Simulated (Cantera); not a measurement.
A perfectly stirred reactor is fed with H2 : O2 : N2 = 1.5 : 1 : 14 (molar parts), at 13300 Pa; it is held at 998 K, and followed from long to short residence time.

Computed with Cantera and the H2/O2 subset of GRI-Mech 3.0, which has no nitrogen chemistry. Radical loss at walls, strong at low pressure, is not modelled. The temperature is held fixed by assumption; the heat of reaction is taken as removed at once.

Q: What does this change do: N2 14 to 57 parts?

A: 
```
quantity                  before     after
----------------------  --------  --------
x(H2) at τ = 27.0 s      9.12e-5   5.42e-5
x(O2) at τ = 27.0 s       0.0159   0.00428
x(H2O2) at τ = 27.0 s    1.79e-7   5.25e-8
x(OH) at τ = 27.0 s      2.82e-5   1.51e-5
x(H2O) at τ = 27.0 s      0.0951    0.0255
x(H2) at τ = 0.250 s     0.00170  0.000943
x(O2) at τ = 0.250 s      0.0167   0.00478
x(H2O2) at τ = 0.250 s   2.91e-7   5.30e-8
x(OH) at τ = 0.250 s    0.000151   7.72e-5
x(H2O) at τ = 0.250 s     0.0931    0.0242
```

Q: What does this change do: O2 1 to 0.25 parts?

A: 
```csv
quantity,before,after
x(H2) at τ = 27.0 s,9.12e-5,0.0644
x(O2) at τ = 27.0 s,0.0159,1.83e-5
x(H2O2) at τ = 27.0 s,1.79e-7,1.27e-11
x(OH) at τ = 27.0 s,2.82e-5,4.07e-7
x(H2O) at τ = 27.0 s,0.0951,0.0322
x(H2) at τ = 0.250 s,0.00170,0.0630
x(O2) at τ = 0.250 s,0.0167,0.000203
x(H2O2) at τ = 0.250 s,2.91e-7,5.52e-11
x(OH) at τ = 0.250 s,0.000151,4.83e-6
x(H2O) at τ = 0.250 s,0.0931,0.0318
```

Q: What does this change do: temperature 998 to 1298 K?

A: 
| quantity | before | after |
|---|---|---|
| x(H2) at τ = 27.0 s | 9.12e-5 | 6.96e-5 |
| x(O2) at τ = 27.0 s | 0.0159 | 0.0159 |
| x(H2O2) at τ = 27.0 s | 1.79e-7 | 3.92e-8 |
| x(OH) at τ = 27.0 s | 2.82e-5 | 0.000162 |
| x(H2O) at τ = 27.0 s | 0.0951 | 0.0951 |
| x(H2) at τ = 0.250 s | 0.00170 | 0.00144 |
| x(O2) at τ = 0.250 s | 0.0167 | 0.0164 |
| x(H2O2) at τ = 0.250 s | 2.91e-7 | 2.24e-7 |
| x(OH) at τ = 0.250 s | 0.000151 | 0.000755 |
| x(H2O) at τ = 0.250 s | 0.0931 | 0.0928 |
